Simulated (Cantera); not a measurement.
Input: 1 mol CH₂F₂, 0.22 mol H₂, at 1200 K and 1.00 Pa.

Method: chemical equilibrium by Gibbs-energy minimisation in Cantera with the NASA 1993 tables (ideal gas, pure condensed phases). Candidate condensed phases: C, C₆H₆, C₇H₈, C₈H₁₈; 95 gas species. Equilibrium is a limit: real reactors are often held back by kinetics, nucleation or transport.

Base state: HF 0.901, H₂ 0.0991, H 1.96e-5 (mole fractions); condensed: C(graphite).

Problem. What changes in the equilibrium state with this change: temperature from 1200 K to 3273.15 K?

Solution. 
```csv
species,before,after
H,1.96e-5,0.448
F,<1e-9,0.367
C,<1e-9,0.183
HF,0.901,0.00145
H₂,0.0991,1.73e-5
C₂,<1e-9,0.000533
CF,<1e-9,0.000237
"C(graphite), mol",1.00,0
```

Problem. What changes in the equilibrium state with this change: temperature from 1200 K to 2575 K?

Solution. 
```tsv
species	before	after
H	1.96e-5	0.359
HF	0.901	0.283
F	<1e-9	0.238
C₃	<1e-9	0.0680
C	<1e-9	0.0345
H₂	0.0991	0.00108
C₂	<1e-9	0.00835
CF	<1e-9	0.00740
C(graphite), mol	1.00	0
```

Problem. What changes in the equilibrium state with this change: CH₂F₂ replaced by CH₃Cl?

Solution. 
| species | before | after |
|---|---|---|
| H₂ | 0.0991 | 0.550 |
| HCl | 0 | 0.450 |
| H | 1.96e-5 | 4.63e-5 |
| HF | 0.901 | 0 |
| Cl | 0 | 3.29e-5 |
| C(graphite), mol | 1.00 | 1.00 |
